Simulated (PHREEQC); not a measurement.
Consider water at 25 °C with 110 mmol/kgw H3PO4, 92 mmol/kgw NaOH and 0.07 mmol/kgw NaCl. Closed to the air; pH follows from the charge balance.

The numbers come from PHREEQC with the ion-association model, phreeqc.dat.

**Question.** The ionic strength comes out as 0.0939 mol/kgw. What activity coefficients do H+, H2PO4-, Na+, Cl-, HPO4-2 get?

**Answer.** H+ 0.83, H2PO4- 0.79, Na+ 0.79, Cl- 0.77, HPO4-2 0.38.

Precipitation was switched off in this run.
